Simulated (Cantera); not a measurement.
Feed: 1 mol Fe₂O₃, a varied amount of HCl, 0.25 mol O₂, at 1277 °C and 61.0 mbar.

Cantera equilibrium calculation (NASA polynomials, part measured and part estimated; ideal gas, pure solids and liquids). Candidate condensed phases: Fe, FeCl₂, FeCl₃, FeO, Fe(OH)₂, Fe(OH)₃, Fe₂O₃, Fe₃O₄, H₂O; 22 gas species. Rates play no part.

Q: At 0.57 mol HCl, list the 6 most abundant gas species with their mole fractions, and the condensed phases.

A: HCl 0.463, O₂ 0.308, H₂O 0.108, FeCl₂ 0.0807, Cl 0.0279, Cl₂ 0.00725. Condensed: Fe₂O₃(s).
